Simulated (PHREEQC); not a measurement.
A made-up water analysis in mg/kgw, 25 °C, pH 8.21, pe 9:

```tsv
constituent	mg/kgw
Na	3270
K	274
Ca	71.4
Mg	278
Cl	6210
S(6) as SO4	183
Alkalinity as HCO3	7.36
Pb	37.3
O(0) (dissolved oxygen)	8.32
Sr	2.86
```

Cl is adjusted to close the charge balance.
Valence states are taken as typed.

Model: ion-association model, phreeqc.dat, run in PHREEQC.

```json
{
 "ionic_strength": "0.189 mol/kgw",
 "activity_of_water": "0.994",
 "specific_conductance": "17400 µS/cm",
 "density": "1.004 g/cm³"
}
```

| species | molality | activity | log γ |
|---|---|---|---|
| Cl- | 0.172 | 0.124 | -0.143 |
| Na+ | 0.142 | 0.107 | -0.125 |
| Mg+2 | 0.0111 | 0.00386 | -0.459 |
| K+ | 0.00699 | 0.00500 | -0.145 |
| Ca+2 | 0.00175 | 0.000569 | -0.486 |
| SO4-2 | 0.00126 | 0.000375 | -0.525 |
| MgSO4 | 0.000325 | 0.000339 | 0.019 |
| NaSO4- | 0.000267 | 0.000200 | -0.125 |
| O2 | 0.000260 | 0.000272 | 0.019 |
| PbCl+ | 6.55e-5 | 4.91e-5 | -0.126 |
| PbOH+ | 4.18e-5 | 3.13e-5 | -0.126 |
| CaSO4 | 3.64e-5 | 3.80e-5 | 0.019 |
| Sr+2 | 3.19e-5 | 1.05e-5 | -0.484 |
| Pb+2 | 3.17e-5 | 9.95e-6 | -0.503 |
| HCO3- | 1.88e-5 | 1.41e-5 | -0.125 |

No solid was allowed to form. Saturation is exceeded, for instance for Pb(OH)2, Cerussite; the values hold only as long as no solid forms.
